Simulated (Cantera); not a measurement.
A closed system holds: 1 mol SiH₂Cl₂, 66 mol N₂, 3.1 mol HCl, at 1648 K and 0.00160 bar.

Cantera equilibrium calculation (NASA polynomials, part measured and part estimated; ideal gas, pure solids and liquids). Candidate condensed phases: NH₄Cl, Si, Si₃N₄; 28 gas species. The tables' values for SiCl₃, SiCl are old estimates; treat these amounts as uncertain. The numbers say what is thermodynamically allowed, not how fast it happens.

Base state: N₂ 0.928, HCl 0.0428, H₂ 0.0143, SiCl₂ 0.0138, Cl 0.000624, H 0.000267, SiCl₃ 0.000207, SiCl 1.62e-5 (mole fractions); condensed: gas only.

**Question.** What changes in the equilibrium state with this change: temperature from 1648 K to 1123.15 K?

**Answer.** 
```csv
species,before,after
N₂,0.928,0.931
HCl,0.0428,0.0565
H₂,0.0143,0.00800
SiCl₂,0.0138,0.000110
SiCl₄,6.86e-6,0.00380
SiCl,1.62e-5,<1e-9
H,0.000267,9.55e-8
"Si₃N₄(s), mol",0,0.237
```
N₂ is the only nitrogen source here; it is nearly inert below about 1500 K, so the nitride shown seldom forms there in practice. The tables' values for SiCl₃ are old estimates; treat these amounts as uncertain.

**Question.** What changes in the equilibrium state with this change: temperature from 1648 K to 1773.15 K?

**Answer.** 
| species | before | after |
|---|---|---|
| N₂ | 0.928 | 0.927 |
| HCl | 0.0428 | 0.0417 |
| H₂ | 0.0143 | 0.0145 |
| Cl | 0.000624 | 0.00189 |
| SiCl₂ | 0.0138 | 0.0138 |
| Si | 4.91e-6 | 4.80e-5 |
| SiCl | 1.62e-5 | 6.75e-5 |
| H | 0.000267 | 0.000859 |
| SiCl₃ | 0.000207 | 0.000109 |
